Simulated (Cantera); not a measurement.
Input (Python, Cantera) and output of one run.

```python
import numpy as np
import cantera as ct

gas_names = """
    Br Br2 H HBr H2 Si SiBr SiBr2 SiBr3 SiBr4 SiH SiHBr3 SiH2 SiH2Br2 SiH3 SiH3Br SiH4 Si2 Si3
""".split()
cond_names = """
    Br2(cr) Br2(L) Si(cr) Si(L)
""".split()


def load(file, names, dense=False):
    # The tables refer to 1 bar. Condensed volumes are neglected.
    table = {s.name: s for s in ct.Species.list_from_file(file)}
    out = []
    for n in names:
        d = dict(table[n].input_data)
        d["thermo"] = dict(d["thermo"], **{"reference-pressure": 1e5})
        if dense:
            d["equation-of-state"] = {"model": "constant-volume", "density": "1e6 g/cm^3"}
        out.append(ct.Species.from_dict(d))
    return out


gas = ct.Solution(thermo="ideal-gas", species=load("nasa_gas.yaml", gas_names))
cond = {s.name: ct.Solution(thermo="fixed-stoichiometry", species=[s], name=s.name)
        for s in load("nasa_condensed.yaml", cond_names, dense=True)}
atoms = {
    'Si': {'Si': 1},
    'Br2': {'Br': 2},
    'H2': {'H': 2},
}
top_T = {}  # K; cautious upper limits of use, not melting points


def equilibrate(T, P, feed):
    n = {}
    for name, mol in feed.items():
        for a, k in atoms[name].items():
            n[a] = n.get(a, 0.0) + k * mol
    gas.TPX = T, P, n
    mass = sum(n.values()) * gas.mean_molecular_weight
    gas.equilibrate("TP")
    valid = [c for c in cond.values() if c.min_temp <= T <= top_T.get(c.name, c.max_temp)]
    mix = ct.Mixture([(gas, mass / gas.mean_molecular_weight)] + [(c, 0.0) for c in valid])
    mix.T, mix.P = T, P
    mix.equilibrate("TP", solver="vcs", rtol=1e-11, max_steps=5000)
    return mix


results = []
feed = {'Si': 1, 'Br2': 4.6, 'H2': 22}  # mol
P = 13332.2  # Pa
for T in [450, 550, 650, 750, 850, 950, 1050, 1150, 1250, 1350, 1450, 1550, 1650]:
    mix = equilibrate(T, P, feed)
    results.append((T, P, feed, dict(zip(mix.species_names, mix.species_moles))))

top = {s: max(r[3][s] / sum(r[3][g] for g in gas_names) for r in results) for s in gas_names}
cols = sorted((s for s in top if top[s] > 1e-06), key=lambda s: -top[s])[:7]
seen = [c for c in cond_names if any(r[3].get(c, 0) > 1e-12 for r in results)]
print("log10 of partial pressures in bar; condensed amounts in mol")
print(f"{'T/K':>10s}" + "".join(f"{s[:9]:>10s}" for s in cols + seen))
for T, P, feed, n in results:
    ng = sum(n[g] for g in gas_names)
    print(f"{T:10.4g}" + "".join(f"{np.log10(max(n[s] / ng * P / 1e5, 1e-99)):10.3f}" for s in cols)
          + "".join(f"{n.get(c, 0):10.4g}" for c in seen))
```

Result:

```
log10 of partial pressures in bar; condensed amounts in mol
       T/K        H2       HBr     SiBr4     SiBr2        Br     SiBr3    SiHBr3
       450    -0.996    -1.567    -2.283   -23.840   -16.084   -16.304    -8.688
       550    -0.996    -1.567    -2.283   -17.782   -12.928   -12.598    -7.141
       650    -0.996    -1.567    -2.283   -13.614   -10.735   -10.045    -6.087
       750    -0.996    -1.567    -2.284   -10.576    -9.121    -8.183    -5.323
       850    -0.996    -1.567    -2.285    -8.268    -7.882    -6.767    -4.747
       950    -0.996    -1.566    -2.288    -6.459    -6.901    -5.657    -4.298
      1050    -0.996    -1.565    -2.295    -5.011    -6.103    -4.769    -3.943
      1150    -0.998    -1.559    -2.322    -3.852    -5.437    -4.065    -3.679
      1250    -1.005    -1.533    -2.435    -3.020    -4.852    -3.588    -3.573
      1350    -1.019    -1.490    -2.736    -2.573    -4.327    -3.416    -3.719
      1450    -1.029    -1.461    -3.222    -2.396    -3.884    -3.486    -4.060
      1550    -1.033    -1.453    -3.776    -2.338    -3.516    -3.659    -4.467
      1650    -1.034    -1.454    -4.311    -2.319    -3.201    -3.852    -4.863
```

Method: chemical equilibrium by Gibbs-energy minimisation in Cantera with the NASA 1993 tables (ideal gas, pure condensed phases). The tables' values for SiBr3, SiBr are old estimates; treat these amounts as uncertain.
